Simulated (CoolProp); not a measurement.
Vapour-liquid equilibrium of carbon dioxide (1) + R125 (2) at 229.6 K; x and y are mole fractions of (1).

The numbers come from the multi-fluid Helmholtz-energy mixture model, Span 1996 and Lemmon 2005; pair parameters Bell 2016 in CoolProp.

**Question.** Give the bubble pressure and the first vapour's composition at x = 0.65, 0.8, 0.95. Is there an azeotrope?

**Answer.** x = 0.65: 0.6550 MPa, y = 0.905; x = 0.8: 0.7475 MPa, y = 0.945; x = 0.95: 0.8447 MPa, y = 0.985. No azeotrope shows between x = 0.05 and 0.95.

The pair parameters rest on a limited set of measurements; away from them the model extrapolates.
